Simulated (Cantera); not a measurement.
What does this Cantera script print?

```python
import numpy as np
import cantera as ct

gas_names = """
    CL CLO CL2 H HCL HOCL HO2 H2 H2O H2O2 O OH O2 O3 Si SiCL SiCL2 SiCL3 SiCL4 SiH SiHCL3 SiH2 SiH2CL2
    SiH3 SiH3CL SiH4 SiO SiO2 Si2 Si3
""".split()
cond_names = """
    H2O(s) H2O(L) Si(cr) Si(L) SiO2(Lqz) SiO2(hqz) SiO2(L)
""".split()


# ... load() reads the species with a 1 bar reference pressure and builds the phases ...
atoms = {
    'SiCl4': {'Si': 1, 'CL': 4},
    'O2': {'O': 2},
    'H2': {'H': 2},
}
top_T = {}  # K; cautious upper limits of use, not melting points


# ... equilibrate(T, P, feed) seeds the gas with the atoms and calls Mixture.equilibrate('TP', solver="vcs", rtol=1e-11, max_steps=5000) ...
results = []
feed = {'SiCl4': 1, 'O2': 0.58, 'H2': 1.1}  # mol
P = 1333.22  # Pa
for T in [825, 900, 975, 1050, 1125, 1200, 1275, 1350, 1425, 1500, 1575]:
    mix = equilibrate(T, P, feed)
    results.append((T, P, feed, dict(zip(mix.species_names, mix.species_moles))))

top = {s: max(r[3][s] / sum(r[3][g] for g in gas_names) for r in results) for s in gas_names}
cols = sorted((s for s in top if top[s] > 0.001), key=lambda s: -top[s])[:5]
seen = [c for c in cond_names if any(r[3].get(c, 0) > 1e-12 for r in results)]
print("log10 of partial pressures in bar; condensed amounts in mol")
print(f"{'T/K':>10s}" + "".join(f"{s[:9]:>10s}" for s in cols + seen))
for T, P, feed, n in results:
    ng = sum(n[g] for g in gas_names)
    print(f"{T:10.4g}" + "".join(f"{np.log10(max(n[s] / ng * P / 1e5, 1e-99)):10.3f}" for s in cols)
          + "".join(f"{n.get(c, 0):10.4g}" for c in seen))
```

Result:

```
log10 of partial pressures in bar; condensed amounts in mol
       T/K       HCL     SiCL4        CL       CL2     SiCL3 SiO2(Lqz) SiO2(hqz)
       825    -1.961    -2.680    -6.547    -3.525   -13.080      0.58         0
       900    -1.961    -2.680    -5.894    -3.526   -11.656         0      0.58
       975    -1.961    -2.680    -5.341    -3.528   -10.452         0      0.58
      1050    -1.961    -2.680    -4.869    -3.535    -9.420         0      0.58
      1125    -1.961    -2.681    -4.464    -3.551    -8.521         0      0.58
      1200    -1.962    -2.681    -4.118    -3.586    -7.727         0      0.58
      1275    -1.963    -2.682    -3.831    -3.652    -7.009         0      0.58
      1350    -1.965    -2.684    -3.603    -3.766    -6.345         0      0.58
      1425    -1.967    -2.686    -3.438    -3.947    -5.714         0      0.58
      1500    -1.969    -2.689    -3.331    -4.195    -5.105         0      0.58
      1575    -1.970    -2.696    -3.260    -4.472    -4.532         0      0.58
```

Method: chemical equilibrium by Gibbs-energy minimisation in Cantera with the NASA 1993 tables (ideal gas, pure condensed phases). The tables' values for SiCl3 are old estimates; treat these amounts as uncertain. The tables hold silica as quartz up to 1696 K and as liquid above; real silica turns to tridymite and cristobalite and melts near 1996 K.
